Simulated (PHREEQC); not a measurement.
PHREEQC input (ion-association model, wateq4f.dat):

```
SOLUTION_SPECIES
  SO4-2 + 10H+ + 8e- = H2S + 4H2O  # shut off: sulfate is not reduced
    -log_k -100
    -delta_h 0
    -analytic -100
SOLUTION 1
  temp 25
  units mmol/kgw
  pH 7 charge
  S(6) 53.1
  Mn(2) 3.1
  Cl 13.7
  Zn 5.2
  Na 100
SOLUTION 2
  temp 25
  units mmol/kgw
  pH 7 charge
  Cl 5.6
  S(6) 4.51
  Li 1.22
  Fe(3) 2.6
END
SELECTED_OUTPUT 1
  -reset false
  -pH true
  -pe true
  -ionic_strength true
  -water true
  -totals Cl Fe Li Mn Na S Zn Fe(2) Fe(3) Mn(2)
    Mn(3) Mn(6) Mn(7) S(-2) S(6)
  -molalities H+ Cl- Fe+2 Li+ Mn+2 Na+ SO4-2 Zn+2 Fe+3 FeOH+2
    FeOH+ Fe(OH)3- FeSO4+ FeCl+2 FeCl2+ FeCl3 FeSO4 NaSO4- HSO4- H2S
    HS- S-2 O2 Fe(OH)2+ Fe(OH)3 Fe(OH)4- Fe(OH)2 LiSO4- FeHSO4+ OH-
    FeHSO4+2 Mn+3 MnCl+ MnCl2 MnCl3- MnOH+ Mn(OH)3- MnSO4 MnO4- MnO4-2
    ZnCl+ ZnCl2 ZnCl3- ZnCl4-2 ZnOH+ Zn(OH)2 Zn(OH)3- Zn(OH)4-2 ZnOHCl Zn(HS)2
    Zn(HS)3- ZnSO4 Zn(SO4)2-2 Fe(SO4)2- Fe2(OH)2+4 Fe3(OH)4+5 Fe(HS)2 Fe(HS)3- FeCl+
  -equilibrium_phases Fe(OH)3(a) Pyrochroite Zincite(c) Zn4(OH)6SO4 Zn5(OH)8Cl2 Jarosite-Na Halite Mirabilite Goslarite
PRINT
  -reset false
MIX 1
  1 1
  2 0
EQUILIBRIUM_PHASES 1
  Fe(OH)3(a) 0 0
  Pyrochroite 0 0
  Zincite(c) 0 0
  Zn4(OH)6SO4 0 0
  Zn5(OH)8Cl2 0 0
  Jarosite-Na 0 0
  Halite 0 0
  Mirabilite 0 0
  Goslarite 0 0
END
# ... the last block is repeated for the other 20 points of share of solution B
```

Selected output (columns that matter, 17 of 21 rows; share of solution B added in front):

```
share of solution B	pH	mu	Cl	Fe	Li	Mn	Na	S	Zn	m_H+	m_Cl-	m_Li+	m_Mn+2	Jarosite-Na
0	2.9477	0.14762	0.0137	0	0	0.0031	0.1	0.0531	0.0052	0.0013934	0.013639	0	0.0017017	0
0.05	2.9225	0.14103	0.013295	0.00013	6.1e-05	0.002945	0.095	0.05067	0.00494	0.0014731	0.013236	5.775e-05	0.0016281	0
0.1	2.8977	0.13441	0.01289	0.00026	0.000122	0.00279	0.09	0.048241	0.00468	0.0015563	0.012834	0.0001157	0.001554	0
0.2	2.83	0.12104	0.01208	0.00043636	0.000244	0.00248	0.079972	0.043326	0.00416	0.0018093	0.01203	0.00023225	0.0014052	2.7882e-05
0.25	2.7942	0.11431	0.011675	0.00051	0.000305	0.002325	0.074954	0.040859	0.0039	0.001959	0.011628	0.00029088	0.0013301	4.6667e-05
0.3	2.7605	0.10756	0.01127	0.00059065	0.000366	0.00217	0.069937	0.038397	0.00364	0.0021104	0.011226	0.00034976	0.0012544	6.3118e-05
0.4	2.6983	0.094023	0.01046	0.0007748	0.000488	0.00186	0.059912	0.033487	0.00312	0.0024195	0.010421	0.00046831	0.0011007	8.8401e-05
0.45	2.6692	0.087234	0.010055	0.00087947	0.000549	0.001705	0.054904	0.031041	0.00286	0.0025773	0.010019	0.00052802	0.0010226	9.6846e-05
0.5	2.6413	0.080433	0.0096501	0.00099352	0.00061001	0.00155	0.049898	0.028601	0.0026	0.0027375	0.0096163	0.00058805	0.00094336	0.00010216
0.55	2.6144	0.07362	0.0092451	0.0011179	0.00067101	0.001395	0.044896	0.026168	0.00234	0.0029001	0.0092136	0.00064841	0.00086294	0.00010404
0.6	2.5883	0.066797	0.0088401	0.0012539	0.00073201	0.00124	0.039898	0.023742	0.00208	0.003065	0.0088108	0.00070914	0.00078109	0.00010205
0.7	2.5384	0.05313	0.0080301	0.0015675	0.00085401	0.00093001	0.029916	0.018919	0.00156	0.0034006	0.0080047	0.00083182	0.00061194	8.4174e-05
0.75	2.5145	0.046296	0.007625	0.0017505	0.000915	0.000775	0.024934	0.016525	0.0013	0.0035693	0.0076013	0.00089386	0.00052379	6.6487e-05
0.8	2.4916	0.039475	0.00722	0.0019571	0.000976	0.00062	0.019959	0.014146	0.00104	0.0037349	0.0071975	0.00095642	0.00043238	4.0953e-05
0.9	2.4294	0.025909	0.00641	0.00234	0.001098	0.00031	0.01	0.009369	0.00052	0.0042287	0.0063882	0.0010835	0.0002352	0
0.95	2.3806	0.019291	0.006005	0.00247	0.001159	0.000155	0.005	0.0069395	0.00026	0.004673	0.0059816	0.0011482	0.00012479	0
1	2.3229	0.013203	0.0056	0.0026	0.00122	0	0	0.00451	0	0.0052583	0.005569	0.0012137	0	0
```
